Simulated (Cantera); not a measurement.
A Cantera script and what it prints.

```python
import numpy as np
import cantera as ct

gas_names = """
    H HO2 H2 H2O H2O2 O OH O2 O3 Si SiH SiH2 SiH3 SiH4 SiO SiO2 Si2 Si3
""".split()
cond_names = """
    H2O(s) H2O(L) Si(cr) Si(L) SiO2(Lqz) SiO2(hqz) SiO2(L)
""".split()


# ... load() reads the species with a 1 bar reference pressure and builds the phases ...
atoms = {
    'Si': {'Si': 1},
    'O2': {'O': 2},
    'H2': {'H': 2},
    'H2O': {'H': 2, 'O': 1},
}
top_T = {}  # K; cautious upper limits of use, not melting points


# ... equilibrate(T, P, feed) seeds the gas with the atoms and calls Mixture.equilibrate('TP', solver="vcs", rtol=1e-11, max_steps=5000) ...
results = []
feed = {'Si': 1, 'O2': 0.0015, 'H2': 8.3, 'H2O': 0.0011}  # mol
P = 1333.22  # Pa
for T in [1000, 1100, 1200, 1300, 1400, 1500, 1600, 1700, 1800, 1900, 2000]:
    mix = equilibrate(T, P, feed)
    results.append((T, P, feed, dict(zip(mix.species_names, mix.species_moles))))
    x = sorted(zip(gas.X, gas.species_names), reverse=True)
    print(f"T = {T:g} K  P = {P:g} Pa  gas = {mix.phase_moles(0):.4g} mol")
    print("   x: " + "  ".join(f"{s} {v:.3e}" for v, s in x if v > 0.0001))
    print("   condensed (mol): " + ("  ".join(f"{mix.phase(i).name} {mix.phase_moles(i):.4g}"
          for i in range(1, mix.n_phases) if mix.phase_moles(i) > 1e-12) or "none"))
```

Result:

```
T = 1000 K  P = 1333.22 Pa  gas = 8.301 mol
   x: H2 1.000e+00
   condensed (mol): Si(cr) 0.9979  SiO2(hqz) 0.00205
T = 1100 K  P = 1333.22 Pa  gas = 8.301 mol
   x: H2 1.000e+00
   condensed (mol): Si(cr) 0.9979  SiO2(hqz) 0.002043
T = 1200 K  P = 1333.22 Pa  gas = 8.301 mol
   x: H2 1.000e+00
   condensed (mol): Si(cr) 0.9978  SiO2(hqz) 0.001883
T = 1300 K  P = 1333.22 Pa  gas = 8.305 mol
   x: H2 9.995e-01  SiO 4.934e-04
   condensed (mol): Si(cr) 0.9959
T = 1400 K  P = 1333.22 Pa  gas = 8.305 mol
   x: H2 9.995e-01  SiO 4.936e-04
   condensed (mol): Si(cr) 0.9959
T = 1500 K  P = 1333.22 Pa  gas = 8.306 mol
   x: H2 9.994e-01  SiO 4.936e-04  H 1.524e-04
   condensed (mol): Si(cr) 0.9959
T = 1600 K  P = 1333.22 Pa  gas = 8.307 mol
   x: H2 9.990e-01  SiO 4.935e-04  H 4.706e-04
   condensed (mol): Si(cr) 0.9958
T = 1700 K  P = 1333.22 Pa  gas = 8.311 mol
   x: H2 9.982e-01  H 1.275e-03  SiO 4.933e-04
   condensed (mol): Si(L) 0.9953
T = 1800 K  P = 1333.22 Pa  gas = 8.32 mol
   x: H2 9.961e-01  H 3.095e-03  SiO 4.928e-04  Si 2.382e-04
   condensed (mol): Si(L) 0.9934
T = 1900 K  P = 1333.22 Pa  gas = 8.342 mol
   x: H2 9.916e-01  H 6.844e-03  Si 9.458e-04  SiO 4.915e-04
   condensed (mol): Si(L) 0.9866
T = 2000 K  P = 1333.22 Pa  gas = 8.393 mol
   x: H2 9.819e-01  H 1.396e-02  Si 3.266e-03  SiO 4.885e-04  SiH 2.535e-04  SiH2 1.043e-04
   condensed (mol): Si(L) 0.9647
```

Cantera equilibrium calculation (NASA polynomials, part measured and part estimated; ideal gas, pure solids and liquids). Mutual solubility and eutectic melting of coexisting phases are not modelled. The tables hold silica as quartz up to 1696 K and as liquid above; real silica turns to tridymite and cristobalite and melts near 1996 K. Gases not in the tables: Si2H6 and higher silanes.
